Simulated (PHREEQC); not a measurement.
Dissolve 0.011 mol/kgw Ag2SO4, 0.1 mol/kgw NaCl and 0.11 mol/kgw Zn(NO3)2 at 50 °C. It is in equilibrium with CO2 at log p = -2 (atm). Otherwise closed; pH follows from the charge balance.

Equilibrium calculation in PHREEQC: ion-association model, wateq4f.dat.

No solid was allowed to form.

Problem. Predict the pH.

Solution. pH 4.64.

Problem. In which forms is Cl present?

Solution. Cl- 48 %, AgCl2- 30 %, ZnCl+ 8.5 %, AgCl3-2 6.6 %, AgCl 3.8 %, AgCl4-3 2.4 % of the Cl.

Examples of supersaturated solids here: Cerargyrite. Others may be too. Species that the database lacks are ignored. Away from 25 °C the constants follow the database's enthalpies or fits; those with neither stay at their 25 °C values.
